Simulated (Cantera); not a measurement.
An isothermal, constant-pressure homogeneous reactor starts with 0.548 % CO, 2.88 % O₂, 3.71 % H₂O, 92.9 % N₂, at 1023 K and 2.57 atm.

Computed with Cantera and GRI-Mech 3.0 (53 species, 325 reactions).

x: mole fraction; the columns are a selection and need not sum to one.

```json
[
 {"t (s)": "0.000400", "x CO": "0.00548", "x O₂": "0.0288", "x H₂O": "0.0371", "x O": "1.84e-10", "x NO₂": "<1e-12", "x H₂": "7.13e-12", "x HO₂": "3.04e-10"},
 {"t (s)": "0.000730", "x CO": "0.00548", "x O₂": "0.0288", "x H₂O": "0.0371", "x O": "2.59e-10", "x NO₂": "<1e-12", "x H₂": "2.20e-11", "x HO₂": "9.10e-10"},
 {"t (s)": "0.00133", "x CO": "0.00548", "x O₂": "0.0288", "x H₂O": "0.0371", "x O": "3.35e-10", "x NO₂": "<1e-12", "x H₂": "6.21e-11", "x HO₂": "[?]"},
 {"t (s)": "0.00243", "x CO": "0.00548", "x O₂": "0.0288", "x H₂O": "0.0371", "x O": "4.38e-10", "x NO₂": "<1e-12", "x H₂": "1.69e-10", "x HO₂": "[?]"},
 {"t (s)": "0.00444", "x CO": "0.00548", "x O₂": "0.0288", "x H₂O": "0.0371", "x O": "6.76e-10", "x NO₂": "<1e-12", "x H₂": "4.96e-10", "x HO₂": "[?]"},
 {"t (s)": "0.00811", "x CO": "0.00548", "x O₂": "0.0288", "x H₂O": "0.0371", "x O": "1.49e-9", "x NO₂": "<1e-12", "x H₂": "1.82e-9", "x HO₂": "[?]"},
 {"t (s)": "0.0148", "x CO": "0.00548", "x O₂": "0.0288", "x H₂O": "0.0371", "x O": "6.06e-9", "x NO₂": "<1e-12", "x H₂": "1.07e-8", "x HO₂": "[?]"},
 {"t (s)": "0.0270", "x CO": "0.00547", "x O₂": "0.0288", "x H₂O": "0.0371", "x O": "5.11e-8", "x NO₂": "<1e-12", "x H₂": "1.64e-7", "x HO₂": "[?]"},
 {"t (s)": "0.0493", "x CO": "0.00535", "x O₂": "0.0287", "x H₂O": "0.0371", "x O": "1.68e-7", "x NO₂": "<1e-12", "x H₂": "2.94e-6", "x HO₂": "4.98e-6"},
 {"t (s)": "0.0900", "x CO": "0.00503", "x O₂": "0.0286", "x H₂O": "0.0371", "x O": "1.73e-7", "x NO₂": "2.13e-12", "x H₂": "9.91e-6", "x HO₂": "5.18e-6"},
 {"t (s)": "0.164", "x CO": "0.00448", "x O₂": "0.0283", "x H₂O": "0.0371", "x O": "1.57e-7", "x NO₂": "7.57e-12", "x H₂": "1.65e-5", "x HO₂": "4.92e-6"},
 {"t (s)": "0.300", "x CO": "0.00366", "x O₂": "0.0279", "x H₂O": "0.0372", "x O": "1.30e-7", "x NO₂": "2.21e-11", "x H₂": "1.86e-5", "x HO₂": "[?]"},
 {"t (s)": "0.548", "x CO": "0.00261", "x O₂": "0.0274", "x H₂O": "0.0372", "x O": "9.20e-8", "x NO₂": "5.55e-11", "x H₂": "1.47e-5", "x HO₂": "[?]"},
 {"t (s)": "1.00", "x CO": "0.00156", "x O₂": "0.0269", "x H₂O": "0.0372", "x O": "5.10e-8", "x NO₂": "1.15e-10", "x H₂": "8.51e-6", "x HO₂": "[?]"}
]
```

Task: Complete the blanks.

Result: 
- 0.00133, x HO₂: 2.43e-9
- 0.00243, x HO₂: 6.01e-9
- 0.00444, x HO₂: 1.53e-8
- 0.00811, x HO₂: 4.68e-8
- 0.0148, x HO₂: 2.24e-7
- 0.0270, x HO₂: 1.85e-6
- 0.300, x HO₂: 4.44e-6
- 0.548, x HO₂: 3.64e-6
- 1.00, x HO₂: 2.60e-6
